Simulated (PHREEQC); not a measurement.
Dissolve 0.0041 mol/kgw KOH, 0.0014 mol/kgw H4SiO4 and 0.025 mol/kgw KH2PO4 at 25 °C. Closed to the air; pH follows from the charge balance.

The numbers come from PHREEQC with the ion-association model, wateq4f.dat.

No solid was allowed to form.

What pH, ionic strength does the model give?

pH 6.27; ionic strength 0.0330 mol/kgw.

In which forms is P present?

H2PO4- 84 %, HPO4-2 16 % of the P.

The solution is supersaturated, for example in Quartz (slow to form), Chalcedony (slow to form), so a real one may precipitate; this is no full list. Complexes and solids missing from the database can't appear. H3PO4, which wateq4f.dat lacks, is added to it with the constant of phreeqc.dat.
